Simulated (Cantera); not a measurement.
A perfectly stirred reactor is fed with 1.54 % CH4, 2.12 % O2, 96.3 % N2, equivalence ratio 1.5, at 9.90 bar; it is held at 1523 K, and followed from long to short residence time.

Computed with Cantera and GRI-Mech 3.0 (53 species, 325 reactions). The temperature is held fixed by assumption; the heat of reaction is taken as removed at once.

Problem. Predict: x(CH4) at τ = 7.00 s; x(O2) at τ = 7.00 s; x(C2H4) at τ = 7.00 s; x(C2H2) at τ = 7.00 s; x(OH) at τ = 7.00 s; x(CH4) at τ = 0.230 s; x(O2) at τ = 0.230 s; x(C2H4) at τ = 0.230 s; x(C2H2) at τ = 0.230 s; x(OH) at τ = 0.230 s.

Solution. x(CH4) at τ = 7.00 s: 0.00135
x(O2) at τ = 7.00 s: 5.85e-5
x(C2H4) at τ = 7.00 s: 1.21e-5
x(C2H2) at τ = 7.00 s: 0.000432
x(OH) at τ = 7.00 s: 7.99e-8
x(CH4) at τ = 0.230 s: 0.00196
x(O2) at τ = 0.230 s: 0.000714
x(C2H4) at τ = 0.230 s: 6.82e-5
x(C2H2) at τ = 0.230 s: 0.000399
x(OH) at τ = 0.230 s: 2.62e-7
